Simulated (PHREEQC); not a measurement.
0.48 g of hydrous ferric oxide (600 m²/g; 0.2 weak and 0.005 strong sites per Fe, Dzombak-Morel constants, diffuse double layer) in 1 kg of water with 0.01 mol/kgw of an inert sodium salt and 0.18 mmol/kgw CaCl2, at 25 °C; the pH is set by adding NaOH or the inert anion's acid. Oxygen alone is held at its pressure in air (log pO2 = -0.68). The system is closed to CO2. Precipitation was switched off in this run.

The series has 13 steps of pH, from 3 to 11.

Equilibrium calculation in PHREEQC: ion-association model, wateq4f.dat.

Near which pH is half of the Ca sorbed, and on which side is more sorbed?

Near pH 8.7, with more sorbed at higher pH.

Species that the database lacks are ignored. The oxide is taken as insoluble; below pH 4 it would dissolve.
